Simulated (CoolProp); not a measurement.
Saturation properties of water.

The numbers come from the reference Helmholtz-energy equation of state, Wagner 2002 in CoolProp.

| T (°C) | p (bar) | vapour density (kg/m³) | liquid viscosity (µPa s) | liquid conductivity (mW/(m K)) |
|---|---|---|---|---|
| 236.95 | 31.71 | 15.86 | 113 | 630 |
| 248.35 | (withheld) | 19.40 | 107 | 619 |
| 259.75 | 46.73 | (withheld) | 102 | 606 |
| 271.15 | 56.03 | 28.62 | 97.1 | 592 |
| 282.45 | 66.57 | 34.54 | 92.6 | 578 |
| 293.85 | (withheld) | (withheld) | 88.2 | 562 |
| 305.25 | 92.41 | (withheld) | 83.9 | 545 |
| 316.65 | 107.9 | (withheld) | (withheld) | 526 |
| 328.05 | 125.4 | 74.41 | 75.2 | 505 |
| 339.45 | 145.0 | 91.78 | 70.6 | 483 |

Question: Complete the blanks.

Answer: 
- 248.35, p (bar): 38.67
- 259.75, vapour density (kg/m³): 23.61
- 293.85, p (bar): 78.68
- 293.85, vapour density (kg/m³): 41.70
- 305.25, vapour density (kg/m³): 50.38
- 316.65, vapour density (kg/m³): 61.03
- 316.65, liquid viscosity (µPa s): 79.6

It boils at 100.0 °C under 1 atm.

Viscosity comes from a separate model (Huber 2009). Thermal conductivity comes from a separate model (Huber 2012).
